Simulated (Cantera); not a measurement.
Input (Python, Cantera):

```python
import numpy as np
import cantera as ct

gas = ct.Solution("gri30.yaml")
gas.TPX = 1225, 1600000, {'CH3OH': 0.0041, 'O2': 0.0074, 'N2': 1}
reactor = ct.IdealGasConstPressureReactor(gas, energy="off", clone=False)
net = ct.ReactorNet([reactor])
net.rtol, net.atol = 1e-08, 1e-18
show = ['CH3OH', 'O2', 'NO', 'HCO', 'HO2', 'CO2', 'CO']
times = np.geomspace(1e-06, 1, 9)

steps = ct.SolutionArray(gas, extra=["t"])
rows = []
print(f"{'t/s':>10s}{'T/K':>9s}{'P/Pa':>11s}" + "".join(f"{s:>11s}" for s in show))
for t in times:
    while net.time < t:
        t_next = net.step()
        steps.append(gas.state, t=t_next)
    rows.append([np.interp(t, steps.t, y) for y in (steps.T, steps.P, *steps(*show).X.T)])
    print(f"{t:10.3e}{rows[-1][0]:9.1f}{rows[-1][1]:11.4g}" + "".join(f"{x:11.3e}" for x in rows[-1][2:]))
rate = np.gradient(steps.T, steps.t)
print("integrator steps:", len(steps.t))
if steps.T.max() > steps.T[0] + 200:
    print(f"time of steepest temperature rise: {steps.t[rate.argmax()]:.4e} s")
gas.TPX = 1225, 1600000, {'CH3OH': 0.0041, 'O2': 0.0074, 'N2': 1}
gas.equilibrate("TP")
print(f"equilibrium (TP): T = {gas.T:.1f} K  " + "  ".join(f"{s} {gas[s].X[0]:.3e}" for s in show))
```

It prints:

```
       t/s      T/K       P/Pa      CH3OH         O2         NO        HCO        HO2        CO2         CO
 1.000e-06   1225.0    1.6e+06  4.053e-03  7.316e-03  1.194e-19  6.517e-16  1.386e-09  2.836e-10  3.064e-10
 5.623e-06   1225.0    1.6e+06  4.053e-03  7.316e-03  3.248e-18  6.109e-15  1.326e-08  1.767e-09  1.899e-09
 3.162e-05   1225.0    1.6e+06  4.053e-03  7.316e-03  2.553e-17  4.411e-14  8.564e-08  1.011e-08  1.087e-08
 1.778e-04   1225.0    1.6e+06  4.052e-03  7.315e-03  1.924e-16  4.926e-13  5.643e-07  5.702e-08  6.240e-08
 1.000e-03   1225.0    1.6e+06  4.034e-03  7.308e-03  3.000e-15  3.508e-11  3.992e-06  3.211e-07  6.257e-07
 5.623e-03   1225.0    1.6e+06  1.014e-09  3.149e-03  1.729e-09  2.412e-10  8.824e-06  9.536e-04  3.084e-03
 3.162e-02   1225.0    1.6e+06  8.853e-13  1.871e-03  6.508e-09  1.333e-11  2.328e-06  2.784e-03  1.258e-03
 1.778e-01   1225.0    1.6e+06  2.499e-20  1.280e-03  1.228e-08  9.225e-14  4.104e-07  3.952e-03  9.284e-05
 1.000e+00   1225.0    1.6e+06  1.412e-26  1.233e-03  2.202e-08  6.640e-21  3.602e-10  4.045e-03  1.194e-08
integrator steps: 2048
equilibrium (TP): T = 1225.0 K  CH3OH 9.660e-34  O2 1.223e-03  NO 2.024e-05  HCO 2.437e-22  HO2 2.112e-10  CO2 4.045e-03  CO 9.037e-10
```

Detailed kinetics in Cantera: GRI-Mech 3.0 (53 species, 325 reactions). GRI-Mech 3.0 was tuned for natural gas; its chemistry of methanol as a main component is partial and can be far from experiment. The pressure lies above the range GRI-Mech 3.0 was tuned for (to about 10 atm).
